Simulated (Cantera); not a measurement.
Feed: 1 mol NiS, 1.4 mol H2, at 1098 K and 1.80 bar.

Method: chemical equilibrium by Gibbs-energy minimisation in Cantera with the NASA 1993 tables (ideal gas, pure condensed phases). Candidate condensed phases: Ni, NiS, NiS2, Ni3S2, Ni3S4, S; 9 gas species. The numbers say what is thermodynamically allowed, not how fast it happens.

Base state: H2 0.762, H2S 0.238, S2 2.03e-5 (mole fractions); condensed: Ni3S2(l).

Question: What changes in the equilibrium state with this change: temperature from 1098 K to 1875 K?

Answer: 
| species | before | after |
|---|---|---|
| H2 | 0.762 | 0.801 |
| H2S | 0.238 | 0.160 |
| S2 | 2.03e-5 | 0.0307 |
| NiS | <1e-9 | 2.35e-5 |
| S | <1e-9 | 0.000174 |
| H | 1.61e-8 | 0.000437 |
| SH | 7.18e-6 | 0.00833 |
| Ni3S2(l), mol | 0.333 | 0.333 |

Question: What changes in the equilibrium state with this change: temperature from 1098 K to 1575 K?

Answer: 
```
species         before    after
-------------  -------  -------
H2               0.762    0.771
H2S              0.238    0.221
S2             2.03e-5  0.00691
H              1.61e-8  2.72e-5
SH             7.18e-6  0.00157
Ni3S2(l), mol    0.333    0.333
```
